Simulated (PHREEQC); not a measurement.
Make-up at 85 °C: 0.1 mol Cu(NO3)2, 0.018 mol HBF4 and 0.00027 mol NaCl per kg of water. Closed to the air; pH follows from the charge balance.

All values are PHREEQC results (ion-association model, wateq4f.dat), not measurements.

```
quantity                    before     after
------------------------  --------  --------
pH                            1.95      1.21
ionic strength (mol/kgw)     0.314     0.383
Cl- (mol/kgw)             0.000154  0.000158
SI of Halite (NaCl)          -9.43     -9.43
```

Task: Which change was made?
A. Cu(NO3)2 left out
B. 0.0098 mol/kgw RbCl added
C. HBF4 from 0.018 to 0.0018 mol/kgw
D. HBF4 from 0.018 to 0.09 mol/kgw
E. HBF4 left out

Result: D, HBF4 from 0.018 to 0.09 mol/kgw

No solid was allowed to form. At this temperature some constants are extrapolated from 25 °C, and those without enthalpy data are left unchanged. Real BF4- forms and hydrolyses slowly; the run takes it at equilibrium.
